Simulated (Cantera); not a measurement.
## Adiabatic ignition

An adiabatic, constant-pressure homogeneous reactor starts with H2 : O2 : N2 : NO = 1 : 1.25 : 4.7 : 0.023 (molar parts), at 1175 K and 9.87 atm.

Detailed kinetics in Cantera: GRI-Mech 3.0 (53 species, 325 reactions). The hydrogen kinetics of GRI-Mech 3.0 are dated; newer H2 mechanisms differ, most at raised pressure. The mechanism lacks 2 NO + O2 → 2 NO2 and HONO, so NO2 and the effect of NO are under-described below about 1400 K.

```tsv
t (s)	T (K)	x H2	x O2	x NO	x HO2	x OH
3.00e-6	1175	0.143	0.179	0.00330	2.55e-7	1.63e-8
7.98e-6	1175	0.143	0.179	0.00328	1.85e-5	1.23e-6
2.12e-5	2164	0.000630	0.114	0.00347	1.64e-5	0.00544
5.64e-5	2185	0.000149	0.115	0.00348	7.86e-6	0.00281
0.000150	2185	0.000149	0.115	0.00349	7.86e-6	0.00281
0.000399	2185	0.000149	0.115	0.00350	7.86e-6	0.00281
0.00106	2185	0.000149	0.115	0.00354	7.85e-6	0.00281
0.00282	2185	0.000149	0.115	0.00364	7.84e-6	0.00281
0.00751	2184	0.000148	0.115	0.00390	7.82e-6	0.00280
0.0200	2183	0.000147	0.115	0.00452	7.77e-6	0.00278
0.0531	2180	0.000145	0.114	0.00581	7.67e-6	0.00274
0.141	2176	0.000142	0.113	0.00753	7.53e-6	0.00270
0.376	2174	0.000141	0.113	0.00834	7.46e-6	0.00268
1.00	2174	0.000141	0.113	0.00838	7.46e-6	0.00267
```
x: mole fraction; the columns are a selection and need not sum to one.

```json
{
 "time_of_steepest_temperature_rise": "16.6 µs",
 "temperature at 1.00 s": "2174 K",
 "equilibrium_temperature": "2174 K",
 "x(H2) at 1.00 s": "0.000141 (gas-phase equilibrium 0.000141)",
 "x(O2) at 1.00 s": "0.113 (gas-phase equilibrium 0.113)",
 "x(NO) at 1.00 s": "0.00838 (gas-phase equilibrium 0.00838)"
}
```
